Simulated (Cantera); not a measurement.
A closed system holds: 1 mol SiCl₄, 2.7 mol H₂, equilibrated at 252 °C and 0.133 bar.

Equilibrium computed with Cantera from the NASA thermochemical tables; the gas is ideal and each condensed phase is pure. Candidate condensed phases: Si; 19 gas species. Equilibrium is a limit: real reactors are often held back by kinetics, nucleation or transport.

Task: What is the equilibrium state?

Result: 
| Property | Result |
|---|---|
| x(H₂) | 0.729 |
| x(SiCl₄) | 0.269 |
| x(HCl) | 0.000842 |
| x(SiHCl₃) | 0.000842 |
| gas amount | 3.700 mol |
| log10 activity of Si(s) (absent) | -7.88 |
